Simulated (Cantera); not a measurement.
What does this Cantera script print?

```python
import numpy as np
import cantera as ct

gas_names = """
    C CH CH2 CH3 CH2OH CH3O CH4 CH3OH CO COS CO2 COOH CS CS2 C2 C2H CHCO,ketyl C2H2,acetylene
    C2H2,vinylidene CH2CO,ketene C2H3,vinyl CH3CO,acetyl C2H4 C2H4O,ethylen CH3CHO,ethanal CH3COOH
    (HCOOH)2 C2H5 C2H6 CH3OCH3 C2H5OH C2O C3 C3H3,propargyl C3H4,allene C3H4,propyne C3H4,cyclo-
    C3H5,allyl C3H6,propylene C3H6,cyclo- C3H6O C3H7,n-propyl C3H7,i-propyl C3H8 C3H8O,1propanol
    C3H8O,2propanol C3O2 C4 C4H2 C4H4,1,3-cyclo- C4H6,butadiene C4H6,2-butyne C4H6,cyclo- C4H8,1-butene
    C4H8,cis2-buten C4H8,tr2-butene C4H8,isobutene C4H8,cyclo- (CH3COOH)2 C4H9,n-butyl C4H9,i-butyl
    C4H9,s-butyl C4H9,t-butyl C4H10,isobutane C4H10,n-butane C5 C5H6,1,3cyclo- C5H8,cyclo-
    C5H10,1-pentene C5H10,cyclo- C5H11,pentyl C5H11,t-pentyl C5H12,n-pentane C5H12,i-pentane
    CH3C(CH3)2CH3 C6H2 C6H5,phenyl C6H5O,phenoxy C6H6 C6H5OH,phenol C6H10,cyclo- C6H12,1-hexene
    C6H12,cyclo- C6H13,n-hexyl C7H7,benzyl C7H8 C7H8O,cresol C7H14,1-heptene C7H15,n-heptyl
    C7H16,n-heptane C8H8,styrene C8H10,ethylbenz C8H16,1-octene C8H17,n-octyl C8H18,isooctane
    C8H18,n-octane C9H19,n-nonyl C10H8,naphthale C10H21,n-decyl C12H9,o-bipheny C12H10,bipheny Ca CaO
    CaOH CaO2H2 CaS Ca2 H HCO HO2 H2 HCHO,formaldehy HCOOH H2O H2O2 H2S H2SO4 O OH O2 O3 S SH SO SO2 SO3
    S2 S2O S8
""".split()
cond_names = """
    C(gr) C6H6(L) C7H8(L) C8H18(L),n-octa Ca(a) Ca(b) Ca(L) CaCO3(caL) CaO(s) CaO(L) CaO2H2(s) CaS(s)
    CaSO4(s) H2O(s) H2O(L) H2SO4(L) S(cr1) S(cr2) S(L)
""".split()


def load(file, names, dense=False):
    # The tables refer to 1 bar. Condensed volumes are neglected.
    table = {s.name: s for s in ct.Species.list_from_file(file)}
    out = []
    for n in names:
        d = dict(table[n].input_data)
        d["thermo"] = dict(d["thermo"], **{"reference-pressure": 1e5})
        if dense:
            d["equation-of-state"] = {"model": "constant-volume", "density": "1e6 g/cm^3"}
        out.append(ct.Species.from_dict(d))
    return out


gas = ct.Solution(thermo="ideal-gas", species=load("nasa_gas.yaml", gas_names))
cond = {s.name: ct.Solution(thermo="fixed-stoichiometry", species=[s], name=s.name)
        for s in load("nasa_condensed.yaml", cond_names, dense=True)}
atoms = {
    'CaSO4': {'Ca': 1, 'S': 1, 'O': 4},
    'H2': {'H': 2},
    'CO2': {'C': 1, 'O': 2},
}
top_T = {'C(gr)': 4500, 'CaS(s)': 2750, 'CaSO4(s)': 1730}  # K; cautious upper limits of use, not melting points


def equilibrate(T, P, feed):
    n = {}
    for name, mol in feed.items():
        for a, k in atoms[name].items():
            n[a] = n.get(a, 0.0) + k * mol
    gas.TPX = T, P, n
    mass = sum(n.values()) * gas.mean_molecular_weight
    gas.equilibrate("TP")
    valid = [c for c in cond.values() if c.min_temp <= T <= top_T.get(c.name, c.max_temp)]
    mix = ct.Mixture([(gas, mass / gas.mean_molecular_weight)] + [(c, 0.0) for c in valid])
    mix.T, mix.P = T, P
    mix.equilibrate("TP", solver="vcs", rtol=1e-11, max_steps=5000)
    return mix


results = []
T = 1773.15  # K
P = 29000  # Pa
for m in [0.082, 0.11, 0.14, 0.17, 0.22, 0.29, 0.37, 0.48, 0.62, 0.8, 1, 1.3, 1.7]:
    feed = {'CaSO4': 1, 'H2': 1.5, 'CO2': m}  # mol
    mix = equilibrate(T, P, feed)
    results.append((T, P, feed, dict(zip(mix.species_names, mix.species_moles))))

top = {s: max(r[3][s] / sum(r[3][g] for g in gas_names) for r in results) for s in gas_names}
cols = sorted((s for s in top if top[s] > 0.0001), key=lambda s: -top[s])[:7]
seen = [c for c in cond_names if any(r[3].get(c, 0) > 1e-12 for r in results)]
print("log10 of partial pressures in bar; condensed amounts in mol")
print(f"{'n(CO2)':>10s}" + "".join(f"{s[:9]:>10s}" for s in cols + seen))
for T, P, feed, n in results:
    ng = sum(n[g] for g in gas_names)
    print(f"{feed['CO2']:10.4g}" + "".join(f"{np.log10(max(n[s] / ng * P / 1e5, 1e-99)):10.3f}" for s in cols)
          + "".join(f"{n.get(c, 0):10.4g}" for c in seen))
```

It prints:

```
log10 of partial pressures in bar; condensed amounts in mol
    n(CO2)       H2O       SO2       CO2        CO        H2        S2        SO    CaO(s)
     0.082    -0.807    -1.021    -2.164    -2.579    -1.792    -2.146    -2.462         1
      0.11    -0.812    -1.024    -2.041    -2.458    -1.799    -2.161    -2.468         1
      0.14    -0.817    -1.028    -1.941    -2.361    -1.807    -2.178    -2.474         1
      0.17    -0.822    -1.031    -1.861    -2.283    -1.814    -2.195    -2.480         1
      0.22    -0.830    -1.037    -1.757    -2.183    -1.827    -2.223    -2.490         1
      0.29    -0.842    -1.045    -1.647    -2.080    -1.844    -2.264    -2.504         1
      0.37    -0.854    -1.053    -1.553    -1.993    -1.864    -2.310    -2.520         1
      0.48    -0.870    -1.065    -1.454    -1.905    -1.891    -2.376    -2.542         1
      0.62    -0.890    -1.079    -1.361    -1.826    -1.925    -2.462    -2.571         1
       0.8    -0.914    -1.097    -1.271    -1.756    -1.969    -2.578    -2.609         1
         1    -0.939    -1.116    -1.195    -1.704    -2.018    -2.713    -2.652         1
       1.3    -0.972    -1.144    -1.109    -1.658    -2.091    -2.928    -2.720         1
       1.7    -1.012    -1.179    -1.025    -1.633    -2.190    -3.232    -2.814         1
```

Cantera equilibrium calculation (NASA polynomials, part measured and part estimated; ideal gas, pure solids and liquids).
